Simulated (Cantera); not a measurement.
A freely propagating, adiabatic, planar premixed flame of 6.33 % C₂H₆, 17.0 % O₂, 64.0 % N₂, 12.7 % H₂O, unburnt at 500 K and 0.158 atm; multicomponent+Soret transport, grid criteria slope 0.08 and curve 0.16, no radiation.

Cantera simulation using GRI-Mech 3.0 (53 species, 325 reactions); the numbers are that mechanism's predictions, not measurements. Burning velocities carry a grid error of a few per cent, more on coarse grids.

Question: Predict: laminar burning velocity; thermal thickness; peak x(H); peak x(C₂H).

Answer: 
| Property | Value |
|---|---|
| laminar burning velocity | 82.5 cm/s |
| thermal thickness | 2.20 mm |
| peak x(H) | 0.0130 |
| peak x(C₂H) | 2.52e-6 |
